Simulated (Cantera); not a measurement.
Cantera run:

```python
import numpy as np
import cantera as ct

gas_names = """
    O2 CL2
""".split()
cond_names = """
    Ca(b) CaCL2(s) CaO(s)
""".split()


def load(file, names, dense=False):
    # The tables refer to 1 bar. Condensed volumes are neglected.
    table = {s.name: s for s in ct.Species.list_from_file(file)}
    out = []
    for n in names:
        d = dict(table[n].input_data)
        d["thermo"] = dict(d["thermo"], **{"reference-pressure": 1e5})
        if dense:
            d["equation-of-state"] = {"model": "constant-volume", "density": "1e6 g/cm^3"}
        out.append(ct.Species.from_dict(d))
    return out


species = {s.name: s for s in load("nasa_gas.yaml", gas_names) + load("nasa_condensed.yaml", cond_names)}
T = 1000
g = {n: (s.thermo.h(T) - T * s.thermo.s(T)) / (ct.gas_constant * T * np.log(10)) for n, s in species.items()}
valid = cond_names  # the entries whose range holds T


def stable(la, lb):
    # potentials (over RT ln 10) of the two non-metals from log10 p(O2) and log10 p(CL2) in bar
    mu = {}
    mu["O"] = (g["O2"] + la) / 2
    mu["Cl"] = (g["CL2"] + lb) / 2
    cost = {}
    for n in valid:
        c = species[n].composition
        cost[n] = (g[n] - sum(c.get(e, 0) * m for e, m in mu.items())) / c["Ca"]
    return min(cost, key=cost.get)


results = []
for lb in [0, -3.2, -6.3, -9.5, -12.7, -15.8, -19, -22.2, -25.3, -28.5, -31.7, -34.8, -38]:
    row = [stable(la, lb) for la in [-17, -16.2, -15.5, -14.7, -13.9, -13.1, -12.4, -11.6, -10.8, -10, -9.3, -8.5, -7.7, -7, -6.2, -5.4, -4.6, -3.9, -3.1, -2.3, -1.5, -0.8, 0]]
    results.append(row)
    print(f"{lb:6.1f}  " + " ".join(f"{valid.index(n):x}" for n in row))
print("key: " + ", ".join(f"{i:x} {n}" for i, n in enumerate(valid)))
```

Output:

```
   0.0  1 1 1 1 1 1 1 1 1 1 1 1 1 1 1 1 1 1 1 1 1 1 1
  -3.2  1 1 1 1 1 1 1 1 1 1 1 1 1 1 1 1 1 1 1 1 1 1 1
  -6.3  1 1 1 1 1 1 1 1 1 1 1 1 1 1 1 1 1 1 1 1 1 2 2
  -9.5  1 1 1 1 1 1 1 1 1 1 1 1 1 2 2 2 2 2 2 2 2 2 2
 -12.7  1 1 1 1 1 2 2 2 2 2 2 2 2 2 2 2 2 2 2 2 2 2 2
 -15.8  2 2 2 2 2 2 2 2 2 2 2 2 2 2 2 2 2 2 2 2 2 2 2
 -19.0  2 2 2 2 2 2 2 2 2 2 2 2 2 2 2 2 2 2 2 2 2 2 2
 -22.2  2 2 2 2 2 2 2 2 2 2 2 2 2 2 2 2 2 2 2 2 2 2 2
 -25.3  2 2 2 2 2 2 2 2 2 2 2 2 2 2 2 2 2 2 2 2 2 2 2
 -28.5  2 2 2 2 2 2 2 2 2 2 2 2 2 2 2 2 2 2 2 2 2 2 2
 -31.7  2 2 2 2 2 2 2 2 2 2 2 2 2 2 2 2 2 2 2 2 2 2 2
 -34.8  2 2 2 2 2 2 2 2 2 2 2 2 2 2 2 2 2 2 2 2 2 2 2
 -38.0  2 2 2 2 2 2 2 2 2 2 2 2 2 2 2 2 2 2 2 2 2 2 2
key: 0 Ca(b), 1 CaCL2(s), 2 CaO(s)
```

Source: NASA polynomial tables (part measured, part estimated), evaluated in Cantera. Not in the tables: oxide halides.
